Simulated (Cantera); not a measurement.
Mixture: CH₄ : O₂ : N₂ = 1 : 3.77 : 14.2 (molar parts), at 2.27 atm, adiabatic and at constant pressure. Ignition delay is the time to a rise of 400 K.

Detailed kinetics in Cantera: GRI-Mech 3.0 (53 species, 325 reactions).

Task: At T0 = 1575 K, what is the delay, and which 8 reactions control it most (d ln τ / d ln k, from doubling and halving each rate constant)?

Result: The delay is 0.252 ms.
| reaction | d ln τ / d ln k | faster rate |
|---|---|---|
| CH3 + O2 <=> CH3O + O | -0.44 | shortens it |
| H + O2 <=> O + OH | -0.35 | shortens it |
| 2 CH3 (+M) <=> C2H6 (+M) | 0.27 | lengthens it |
| CH4 + H <=> CH3 + H2 | 0.23 | lengthens it |
| CH3 + HO2 <=> CH3O + OH | -0.20 | shortens it |
| CH3 + O2 <=> CH2O + OH | -0.12 | shortens it |
| 2 CH3 <=> C2H5 + H | -0.11 | shortens it |
| CH4 + OH <=> CH3 + H2O | 0.09 | lengthens it |
